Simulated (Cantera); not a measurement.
## Gas-phase reforming

An isothermal, constant-pressure homogeneous reactor starts with CH4 : H2O = 1 : 2.4 (molar parts), at 1250 K and 7280 Torr.

Detailed kinetics in Cantera: GRI-Mech 3.0 (53 species, 325 reactions).

```tsv
t (s)	x CH4	x H2O	x CH2O	x CO	x H2	x CH3	x HO2
5.00e-6	0.294	0.706	<1e-12	<1e-12	6.76e-9	1.36e-8	<1e-12
3.50e-5	0.294	0.706	<1e-12	<1e-12	4.76e-8	9.49e-8	<1e-12
0.000245	0.294	0.706	6.40e-12	<1e-12	3.34e-7	6.09e-7	<1e-12
0.00171	0.294	0.706	4.05e-10	5.54e-12	2.40e-6	1.26e-6	<1e-12
0.0120	0.294	0.706	5.10e-9	5.89e-10	1.73e-5	1.31e-6	<1e-12
0.0836	0.294	0.706	8.05e-8	7.10e-8	0.000139	1.55e-6	<1e-12
0.585	0.292	0.705	3.71e-7	4.61e-6	0.00151	1.89e-6	<1e-12
4.09	0.281	0.700	4.63e-7	8.35e-5	0.0135	1.81e-6	<1e-12
28.6	0.236	0.679	4.87e-7	0.00109	0.0588	2.74e-6	<1e-12
200	0.240	0.643	2.71e-7	0.00334	0.0885	2.44e-6	<1e-12
```
x: mole fraction; the columns are a selection and need not sum to one.

Equilibrium at this temperature and pressure: CH4 0.00202, H2O 0.226, CH2O 4.03e-7, CO 0.148, H2 0.588, CH3 7.96e-9, HO2 <1e-12 (gas phase only).
